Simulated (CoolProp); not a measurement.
Vapour-liquid equilibrium of propane (1) + n-butane (2) at 276 kPa; x and y are mole fractions of (1).

Model: multi-fluid Helmholtz-energy mixture model, Lemmon 2009 and Bücker 2006; pair parameters Kunz 2012, in CoolProp.

### Question
Give the bubble temperature and the first vapour's composition at x = 0.35, 0.65, 0.8. Is there an azeotrope?

### Answer
x = 0.35: 6.2 °C, y = 0.677; x = 0.65: -6.4 °C, y = 0.889; x = 0.8: -11.2 °C, y = 0.947. No azeotrope shows between x = 0.05 and 0.95.

Pair parameters are fitted to limited data, so mixtures are less certain than the pure fluids.
